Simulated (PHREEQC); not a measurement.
Polishing slurry liquid: an equilibrium model

Make-up at 25 °C: 0.055 mol K2CO3, 0.00032 mol Fe(NO3)3 and 0.018 mol KH2PO4 per kg of water. Closed to the air; pH follows from the charge balance.

Computed with PHREEQC (ion-association model, wateq4f.dat).

```
Property                  Value
----------------  -------------
pH                        10.20
ionic strength    0.180 mol/kgw
total alkalinity     109 meq/kg
```

```csv
species,molality,activity,log γ
K+,0.127,0.0913,-0.143
CO3-2,0.0350,0.0112,-0.494
HCO3-,0.0200,0.0150,-0.123
HPO4-2,0.0163,0.00504,-0.510
KHPO4-,0.00119,0.000897,-0.123
NO3-,0.000960,0.000676,-0.152
PO4-3,0.000508,3.62e-5,-1.147
Fe(OH)4-,0.000305,0.000229,-0.123
OH-,0.000222,0.000159,-0.145
Fe(OH)3,1.52e-5,1.58e-5,0.018
H2PO4-,6.77e-6,5.09e-6,-0.123
CO2,2.04e-6,2.13e-6,0.018
Fe(OH)2+,1.03e-8,7.75e-9,-0.123
```

Precipitation was switched off in this run. Examples of supersaturated solids here: Fe(OH)3(a), Hematite (slow to form). Others may be too. H3PO4, which wateq4f.dat lacks, is added to it with the constant of phreeqc.dat.
